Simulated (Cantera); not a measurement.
Charge: 1 mol MgCO₃, 0.66 mol SO₃, 3.2 mol O₂, equilibrated at 1475 °C and 38000 Pa.

Cantera equilibrium calculation (NASA polynomials, part measured and part estimated; ideal gas, pure solids and liquids). Candidate condensed phases: C, Mg, MgCO₃, MgO, MgS, MgSO₄, S; 26 gas species. Equilibrium is a limit: real reactors are often held back by kinetics, nucleation or transport.

Base state: O₂ 0.680, CO₂ 0.193, SO₂ 0.126, SO₃ 0.000814, O 9.82e-5, CO 4.49e-5 (mole fractions); condensed: MgO(s).

Question: What changes in the equilibrium state with this change: MgCO₃ replaced by Fe₂O₃?

Answer: 
```
species          before     after
-------------  --------  --------
O₂                0.680     0.848
SO₂               0.126     0.150
SO₃            0.000814   0.00108
CO₂               0.193         0
CO              4.49e-5         0
O               9.82e-5  0.000110
MgO(s), mol        1.00         0
Fe₃O₄(s), mol         0     0.667
```
Further candidate phases: Fe, FeO, FeS, FeSO₄, FeS₂, Fe₂O₃, Fe₂(SO₄)₃, Fe₃O₄.
